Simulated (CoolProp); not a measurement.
Vapour-liquid equilibrium of CHF3 (R23) (1) + R143a (2) at 1260 kPa; x and y are mole fractions of (1).

Values from CoolProp's multi-fluid Helmholtz-energy mixture model, Penoncello 2003 and Lemmon and Jacobsen 2000; pair parameters Bell 2016.

```
x     bubble temperature (°C)  y at the bubble point  dew temperature at overall composition x (°C)  liquid density (mol/L)
----  -----------------------  ---------------------  ---------------------------------------------  ----------------------
0.05                     21.6                  0.108                                           23.4                   11.35
0.2                      11.5                  0.393                                           18.5                     [?]
0.35                      2.2                    [?]                                            [?]                   13.07
0.5                      -5.6                  0.752                                            7.1                   13.93
0.65                      [?]                  0.853                                            0.0                   14.78
0.8                     -17.3                  0.925                                           -8.6                   15.66
0.95                    -21.8                  0.983                                          -19.2                   16.59
```

Task: Complete the blanks.

Result: 
- 0.2, liquid density (mol/L): 12.20
- 0.35, y at the bubble point: 0.605
- 0.35, dew temperature at overall composition x (°C): 13.1
- 0.65, bubble temperature (°C): -12.1

No azeotrope shows between x = 0.05 and 0.95.

The pair parameters rest on a limited set of measurements; away from them the model extrapolates.
